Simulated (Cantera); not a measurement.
Source: NASA polynomial tables (part measured, part estimated), evaluated in Cantera. Values are per mole of reaction as written; species without (g) are pure solids or liquids, kept so even where they would boil at 1 bar.

Task: Between 1673 and 1973 K, where is each reaction favourable under standard conditions?
- MgO + N(g) → Mg(g) + NO(g)

Result: 
- MgO + N(g) → Mg(g) + NO(g): ΔG° is 89 kJ at 1673 K and 44 kJ at 1973 K; it stays positive (K < 1). ΔH° is 339 kJ and ΔS° 149 J/K at 1973 K.
